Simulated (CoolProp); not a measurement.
Saturation properties of C2F6 (R116).

The numbers come from the reference Helmholtz-energy equation of state, Lemmon 2006 in CoolProp. It is a short technical equation, of lower accuracy than the large ones.

| T (K) | p (bar) | vapour density (kg/m³) | surface tension (mN/m) | vapour viscosity (µPa s) | liquid conductivity (mW/(m K)) |
|---|---|---|---|---|---|
| 211.5 | 2.268 | 19.33 | 8.84 | 9.85 | 69.6 |
| 218 | 3.002 | 25.31 | 7.99 | 10.1 | 67.0 |
| 224.4 | 3.889 | 32.55 | 7.16 | 10.4 | 64.5 |
| 230.9 | 4.978 | 41.53 | 6.34 | 10.7 | 61.9 |
| 237.3 | 6.258 | 52.27 | 5.54 | 11.1 | 59.4 |
| 243.8 | 7.793 | 65.52 | 4.76 | 11.4 | 56.8 |
| 250.2 | 9.561 | 81.40 | 4.01 | 11.8 | 54.2 |
| 256.7 | 11.65 | 101.2 | 3.27 | 12.3 | 51.5 |
| 263.1 | 14.01 | 125.3 | 2.57 | 12.9 | 48.8 |
| 269.6 | 16.77 | 156.3 | 1.89 | 13.7 | 45.9 |

It boils at 195.1 K under 1 atm.

Viscosity comes from a separate model (Huber 2003), an estimate that may be off by 10 % or more. Thermal conductivity comes from a separate model (Huber 2003), an estimate that may be off by 10 % or more. Surface tension comes from a separate correlation (Mulero 2012).
